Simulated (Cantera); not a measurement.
Feed: 1 mol CuO, 0.74 mol C, 0.025 mol CO, at 650000 Pa.

Equilibrium computed with Cantera from the NASA thermochemical tables; the gas is ideal and each condensed phase is pure. Candidate condensed phases: C, Cu, CuO, Cu2O; 15 gas species. Equilibrium is a limit: real reactors are often held back by kinetics, nucleation or transport. All values below are at 1000 °C.

Base state: CO 0.660, CO2 0.340 (mole fractions); condensed: Cu(s).

Question: What changes in the equilibrium state with this change: C from 0.74 to 1.4 mol?

Answer: 
```
species           before   after
----------------  ------  ------
CO                 0.660   0.957
CO2                0.340  0.0428
Cu(s), mol          1.00    1.00
C(graphite), mol       0   0.442
```

Question: What changes in the equilibrium state with this change: CuO replaced by Fe3O4?

Answer: 
| species | before | after |
|---|---|---|
| CO | 0.660 | 0.660 |
| CO2 | 0.340 | 0.340 |
| Cu(s), mol | 1.00 | 0 |
| FeO(s), mol | 0 | 3.00 |
The tables' stoichiometric FeO is somewhat more stable than real wüstite, so its field is too wide. FeO: taken at fixed stoichiometry. Further candidate phases: Fe, Fe(CO)5, FeO, Fe2O3, Fe3O4.
